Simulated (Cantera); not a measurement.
Charge: 1 mol AlCl₃, 1.9 mol O₂, 7.4 mol H₂, at 5.18 Torr.

Cantera equilibrium calculation (NASA polynomials, part measured and part estimated; ideal gas, pure solids and liquids). Candidate condensed phases: Al, AlCl₃, Al₂O₃, H₂O; 29 gas species. The numbers say what is thermodynamically allowed, not how fast it happens.

x: gas mole fraction; n: condensed amount in mol.

```json
[
 {"T (°C)": "1302", "x H₂": "0.404", "x HCl": "0.337", "x H₂O": "0.258", "x H": "0.000318", "x Cl": "0.000211", "x OH": "7.38e-6", "n Al₂O₃(s)": "0.500"},
 {"T (°C)": "1352", "x H₂": "0.404", "x HCl": "0.337", "x H₂O": "0.258", "x H": "…", "x Cl": "…", "x OH": "…", "n Al₂O₃(s)": "0.500"},
 {"T (°C)": "1402", "x H₂": "0.404", "x HCl": "0.336", "x H₂O": "0.258", "x H": "0.000888", "x Cl": "0.000577", "x OH": "2.75e-5", "n Al₂O₃(s)": "0.500"},
 {"T (°C)": "1452", "x H₂": "0.404", "x HCl": "0.336", "x H₂O": "0.258", "x H": "…", "x Cl": "…", "x OH": "…", "n Al₂O₃(s)": "0.500"},
 {"T (°C)": "1502", "x H₂": "0.403", "x HCl": "0.335", "x H₂O": "0.258", "x H": "0.00221", "x Cl": "0.00141", "x OH": "8.81e-5", "n Al₂O₃(s)": "0.500"},
 {"T (°C)": "1552", "x H₂": "0.403", "x HCl": "0.334", "x H₂O": "0.258", "x H": "0.00336", "x Cl": "0.00213", "x OH": "0.000150", "n Al₂O₃(s)": "0.500"},
 {"T (°C)": "1602", "x H₂": "0.402", "x HCl": "0.333", "x H₂O": "0.257", "x H": "0.00500", "x Cl": "0.00313", "x OH": "0.000249", "n Al₂O₃(s)": "0.500"},
 {"T (°C)": "1652", "x H₂": "0.401", "x HCl": "0.330", "x H₂O": "0.256", "x H": "0.00729", "x Cl": "0.00452", "x OH": "0.000403", "n Al₂O₃(s)": "0.500"},
 {"T (°C)": "1702", "x H₂": "0.399", "x HCl": "0.328", "x H₂O": "0.256", "x H": "0.0104", "x Cl": "0.00638", "x OH": "0.000635", "n Al₂O₃(s)": "0.500"}
]
```

Q: Fill in the missing entries.

A: 
- 1452, x H: 0.00142
- 1452, x Cl: 0.000915
- 1452, x OH: 5.00e-5
- 1352, x H: 0.000540
- 1352, x Cl: 0.000354
- 1352, x OH: 1.45e-5
